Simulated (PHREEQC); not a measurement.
Make-up at 25 °C: 0.00099 mol HF, 0.0018 mol NaF and 0.0011 mol (NH4)2SiF6 per kg of water. Closed to the air; pH follows from the charge balance.

Equilibrium calculation in PHREEQC: ion-association model, phreeqc.dat.

No solid was allowed to form.

What pH, ionic strength does the model give?

pH 3.44; ionic strength 0.00532 mol/kgw.

In which forms is F present?

SiF6-2 60 %, F- 27 %, HF 13 % of the F.

The solution is supersaturated, for example in Quartz (slow to form), so a real one may precipitate; this is no full list. SiF6-2 is the database's only silicon fluoride.
